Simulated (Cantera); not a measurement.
A perfectly stirred reactor is fed with NO : N2 = 1 : 5.1 (molar parts), at 40.5 Torr; it is held at 2000 K, and followed from long to short residence time.

Cantera simulation using GRI-Mech 3.0 (53 species, 325 reactions); the numbers are that mechanism's predictions, not measurements.

```csv
quantity,before,after
x(NO) at τ = 8.60 s,0.0886,0.0439
x(N2) at τ = 8.60 s,0.873,0.895
x(O2) at τ = 8.60 s,0.0373,0.0592
x(N2O) at τ = 8.60 s,2.99e-6,7.57e-7
x(O) at τ = 8.60 s,0.000577,0.00147
x(NO) at τ = 62.0 ms,0.164,0.163
x(N2) at τ = 62.0 ms,0.836,0.836
x(O2) at τ = 62.0 ms,0.000130,0.000391
x(N2O) at τ = 62.0 ms,1.08e-5,1.17e-5
x(O) at τ = 62.0 ms,0.000110,0.000247
```

Task: Which change was made?
A. NO 1 to 1.3 parts
B. pressure from 40.5 Torr to 1.01 bar
C. temperature 2000 to 2100 K
D. pressure from 40.5 Torr to 0.900 bar

Result: C, temperature 2000 to 2100 K
